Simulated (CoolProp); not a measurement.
A Linde-Hampson liquefier for ethylene: isothermal reversible compression at 300 K from 1 atm to 5 MPa, throttling to 1 atm, return gas leaving the recuperator 5 K below the feed. Each further row changes one setting.

The numbers come from the reference Helmholtz-energy equation of state, Smukala 2000 in CoolProp.

```json
[
 {"case": "as stated", "liquid yield per pass": "0.152", "compression work (kJ/kg of gas)": "320"},
 {"case": "high pressure 10 MPa", "liquid yield per pass": "[?]", "compression work (kJ/kg of gas)": "[?]"},
 {"case": "warm-end temperature 330 K", "liquid yield per pass": "[?]", "compression work (kJ/kg of gas)": "361"},
 {"case": "warm-end gap 10 K", "liquid yield per pass": "[?]", "compression work (kJ/kg of gas)": "320"}
]
```

Problem. Complete the blanks.

Solution. 
- high pressure 10 MPa, liquid yield per pass: 0.427
- high pressure 10 MPa, compression work (kJ/kg of gas): 346
- warm-end temperature 330 K, liquid yield per pass: 0.097
- warm-end gap 10 K, liquid yield per pass: 0.142
